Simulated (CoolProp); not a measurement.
Vapour-liquid equilibrium of ethanol (1) + p-xylene (2) at 465.9 K; x and y are mole fractions of (1).

The numbers come from the multi-fluid Helmholtz-energy mixture model, Schroeder 2014 and Zhou 2012; pair parameters Bell 2016 in CoolProp.

Problem. Give the bubble pressure and the first vapour's composition at x = 0.25, 0.35, 0.95. Is there an azeotrope?

Solution. x = 0.25: 1.335 MPa, y = 0.722; x = 0.35: 1.514 MPa, y = 0.761; x = 0.95: 2.483 MPa, y = 0.976. No azeotrope shows between x = 0.05 and 0.95.

The pair parameters rest on a limited set of measurements; away from them the model extrapolates. With so large a gap from Raoult's law the liquid may split in two, which this calculation doesn't test in full.
